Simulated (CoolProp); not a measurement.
A simple Rankine cycle with R123: condensing at 317.15 K, boiler at 0.783 MPa, turbine inlet 413 K, turbine efficiency 0.6, pump efficiency 0.7, no recuperator. Each further row changes one setting.

Values from CoolProp's reference Helmholtz-energy equation of state, Younglove 1994. It is a modified Benedict-Webb-Rubin equation, recast in Helmholtz form.

```json
[
 {"case": "as stated", "thermal efficiency (%)": "7.4", "net work (kJ/kg)": "17.0", "heat in (kJ/kg)": "229", "turbine exit temperature (K)": "381.6", "volume ratio over the turbine": "4.50"},
 {"case": "turbine inlet 433 K", "thermal efficiency (%)": "7.4", "net work (kJ/kg)": "18.2", "heat in (kJ/kg)": "246", "turbine exit temperature (K)": "402.0", "volume ratio over the turbine": "4.45"},
 {"case": "condensing temperature 309.15 K", "thermal efficiency (%)": "8.4", "net work (kJ/kg)": "20.0", "heat in (kJ/kg)": "237", "turbine exit temperature (K)": "377.0", "volume ratio over the turbine": "5.83"},
 {"case": "boiler pressure 0.548 MPa", "thermal efficiency (%)": "5.8", "net work (kJ/kg)": "13.5", "heat in (kJ/kg)": "232", "turbine exit temperature (K)": "390.2", "volume ratio over the turbine": "3.10"},
 {"case": "turbine efficiency 0.5", "thermal efficiency (%)": "6.2", "net work (kJ/kg)": "14.1", "heat in (kJ/kg)": "229", "turbine exit temperature (K)": "385.4", "volume ratio over the turbine": "4.55"}
]
```
